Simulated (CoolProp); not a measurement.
Vapour-liquid equilibrium of R1234yf (1) + R1234ze(E) (2) at 0.366 MPa; x and y are mole fractions of (1).

Computed with CoolProp (multi-fluid Helmholtz-energy mixture model, Lemmon 2022 and Thol 2016; pair parameters Bell 2022).

```
x      bubble temperature, mixture model (°C)  bubble temperature, Raoult's law (°C)  y, mixture model  y, Raoult's law
-----  --------------------------------------  -------------------------------------  ----------------  ---------------
0.05                                     14.4                                   14.5             0.069            0.069
0.125                                    13.4                                   13.6             0.167            0.167
0.2                                      12.5                                   12.8             0.257            0.261
0.275                                    11.6                                   11.9             0.343            0.349
0.35                                     10.7                                   11.1             0.424            0.433
0.425                                     9.9                                   10.2             0.501            0.512
0.5                                       9.2                                    9.4             0.575            0.587
0.575                                     8.4                                    8.6             0.646            0.658
0.65                                      7.7                                    7.8             0.714            0.726
0.725                                     7.0                                    7.1             0.779            0.790
0.8                                       6.2                                    6.3             0.843            0.851
0.875                                     5.6                                    5.6             0.904            0.910
0.95                                      4.9                                    4.9             0.962            0.965
```

The largest gap from Raoult's law is -0.4 K in bubble temperature, at x = 0.35. No azeotrope shows between x = 0.05 and 0.95.

Pair parameters are fitted to limited data, so mixtures are less certain than the pure fluids.
